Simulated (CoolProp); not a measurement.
Properties of carbon dioxide along the isobar 10200 kPa.

Computed with CoolProp (reference Helmholtz-energy equation of state, Span 1996).

```tsv
T (°C)	phase	Z	Prandtl number
1.25	liquid	0.2031	[?]
31.65	supercritical	0.2333	2.63
62.15	supercritical	0.5553	[?]
92.65	supercritical	0.7222	1.11
123.15	supercritical	[?]	0.957
153.65	supercritical	0.8622	[?]
184.15	supercritical	0.8995	0.846
214.55	supercritical	0.9264	0.817
245.05	supercritical	0.9466	[?]
275.55	supercritical	0.9619	0.783
306.05	supercritical	0.9739	0.772
336.55	supercritical	0.9834	0.763
```

Problem. What belongs in the gaps?

Solution. 
- 1.25, Prandtl number: 2.09
- 62.15, Prandtl number: 1.71
- 123.15, Z: 0.8080
- 153.65, Prandtl number: 0.885
- 245.05, Prandtl number: 0.797

Viscosity comes from a separate model (Laesecke 2017). Thermal conductivity comes from a separate model (Huber 2016).
